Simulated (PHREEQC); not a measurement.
Model water analysis in mg/kgw, 15 °C, pH 7.29:

| constituent | mg/kgw |
|---|---|
| Na | 3270 |
| K | 346 |
| Ca | 234 |
| Mg | 318 |
| Cl | 5610 |
| S(6) as SO4 | 1170 |
| Alkalinity as HCO3 | 34.8 |
| Sr | 15 |

Valence states are taken as typed.

Model: Pitzer model, pitzer.dat, run in PHREEQC.

No solid was allowed to form.

Q: Order these C species by the share of C that they hold, largest first: CO2, HCO3-, MgCO3, CO3-2.

A: HCO3- (91 %), CO2 (9.0 %), CO3-2 (0.24 %), MgCO3 (0.15 %)

The pH is 7.29 and the ionic strength 0.217 mol/kgw. Species that the database lacks are ignored.
